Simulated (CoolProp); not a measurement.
Dodecamethylpentasiloxane (MD3M) along the isotherm 391.2 K: density (kg/m³) from the reference equation and from simpler models built on Tc = 628.0 K, pc = 954.0 kPa, ω = 0.730; each cubic takes its own stable root.

The numbers come from the reference Helmholtz-energy equation of state, Thol 2019 in CoolProp.

```tsv
p (kPa)	phase	reference	van der Waals	Redlich-Kwong	Soave-Redlich-Kwong	Peng-Robinson
179	liquid	779.1	427.5	627.5	684.3	769.7
358	liquid	779.6	429.8	…	684.9	770.4
537	liquid	780.1	…	630.8	685.6	771.0
715	liquid	780.5	433.9	632.3	686.3	771.6
894	liquid	781.0	435.8	633.9	686.9	772.2
1070	liquid	781.4	437.6	…	687.6	772.8
1250	liquid	781.8	439.4	636.8	688.2	773.4
1430	liquid	782.3	441.0	638.2	688.8	774.0
```

Some entries are withheld; supply them.


- 358, Redlich-Kwong: 629.1
- 537, van der Waals: 431.9
- 1070, Redlich-Kwong: 635.3
